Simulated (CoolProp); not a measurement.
A single-stage vapour-compression cycle with propylene: evaporating at 273.15 K (dew point), condensing at 302.15 K (bubble point), superheat 0 K, subcooling 2 K, compressor efficiency 0.75, no pressure losses. Each further row changes one setting.

Values from CoolProp's reference Helmholtz-energy equation of state, Lemmon 2013.

```csv
case,cooling COP,pressure ratio,discharge temperature (K),refrigerating effect (kJ/kg),volumetric capacity (kJ/m³)
as stated,6.11,2.18,315.5,309,3800
evaporating temperature 278.15 K,7.66,1.88,312.9,313,4450
condensing temperature 297.15 K,7.59,1.93,308.6,322,3970
subcooling 7 K,6.37,2.18,315.5,322,3970
superheat 10 K,6.09,2.18,325.6,325,3800
compressor efficiency 0.65,5.29,2.18,319.5,309,3800
```
